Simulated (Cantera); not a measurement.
What does this Cantera script print?

```python
import numpy as np
import cantera as ct

gas_names = """
    B BH BH2 BH3 BN B2 H H2 N NH NH2 NH3 N2 N2H2 N2H4
""".split()
cond_names = """
    B(b) B(L) BN(s)
""".split()


# ... load() reads the species with a 1 bar reference pressure and builds the phases ...
atoms = {
    'B': {'B': 1},
    'NH3': {'N': 1, 'H': 3},
}
top_T = {'BN(s)': 3200}  # K; cautious upper limits of use, not melting points


# ... equilibrate(T, P, feed) seeds the gas with the atoms and calls Mixture.equilibrate('TP', solver="vcs", rtol=1e-11, max_steps=5000) ...
results = []
T = 1473  # K
P = 10000  # Pa
for m in [0.91, 2.4, 4, 5.5, 7, 8.5, 10, 12]:
    feed = {'B': 1, 'NH3': m}  # mol
    mix = equilibrate(T, P, feed)
    results.append((T, P, feed, dict(zip(mix.species_names, mix.species_moles))))
    x = sorted(zip(gas.X, gas.species_names), reverse=True)
    print(f"T = {T:g} K  P = {P:g} Pa  n(NH3) = {m:g} mol  gas = {mix.phase_moles(0):.4g} mol")
    print("   x: " + "  ".join(f"{s} {v:.3e}" for v, s in x if v > 1e-05))
    print("   condensed (mol): " + ("  ".join(f"{mix.phase(i).name} {mix.phase_moles(i):.4g}"
          for i in range(1, mix.n_phases) if mix.phase_moles(i) > 1e-12) or "none"))
```

Output:

```
T = 1473 K  P = 10000 Pa  n(NH3) = 0.91 mol  gas = 1.365 mol
   x: H2 1.000e+00  H 4.001e-05
   condensed (mol): B(b) 0.08999  BN(s) 0.91
T = 1473 K  P = 10000 Pa  n(NH3) = 2.4 mol  gas = 4.3 mol
   x: H2 8.372e-01  N2 1.628e-01  H 3.660e-05
   condensed (mol): BN(s) 1
T = 1473 K  P = 10000 Pa  n(NH3) = 4 mol  gas = 7.5 mol
   x: H2 8.000e-01  N2 2.000e-01  H 3.578e-05
   condensed (mol): BN(s) 1
T = 1473 K  P = 10000 Pa  n(NH3) = 5.5 mol  gas = 10.5 mol
   x: H2 7.857e-01  N2 2.143e-01  H 3.546e-05
   condensed (mol): BN(s) 1
T = 1473 K  P = 10000 Pa  n(NH3) = 7 mol  gas = 13.5 mol
   x: H2 7.777e-01  N2 2.222e-01  H 3.528e-05
   condensed (mol): BN(s) 1
T = 1473 K  P = 10000 Pa  n(NH3) = 8.5 mol  gas = 16.5 mol
   x: H2 7.727e-01  N2 2.273e-01  H 3.517e-05
   condensed (mol): BN(s) 1
T = 1473 K  P = 10000 Pa  n(NH3) = 10 mol  gas = 19.5 mol
   x: H2 7.692e-01  N2 2.308e-01  H 3.509e-05
   condensed (mol): BN(s) 1
T = 1473 K  P = 10000 Pa  n(NH3) = 12 mol  gas = 23.5 mol
   x: H2 7.659e-01  N2 2.340e-01  H 3.501e-05
   condensed (mol): BN(s) 1
```

Cantera equilibrium calculation (NASA polynomials, part measured and part estimated; ideal gas, pure solids and liquids). Mutual solubility and eutectic melting of coexisting phases are not modelled.
